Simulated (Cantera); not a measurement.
Source: NASA polynomial tables (part measured, part estimated), evaluated in Cantera. Values are per mole of reaction as written; species without (g) are pure solids or liquids, kept so even where they would boil at 1 bar.

Between 300 and 1673 K, where is each reaction favourable under standard conditions?
- 2 HCl(g) + Mg → H2(g) + MgCl2(g)


- 2 HCl(g) + Mg → H2(g) + MgCl2(g): ΔG° is -208 kJ at 300 K and -205 kJ at 1673 K; it stays negative (K > 1). ΔH° is -220 kJ and ΔS° -9 J/K at 1673 K.
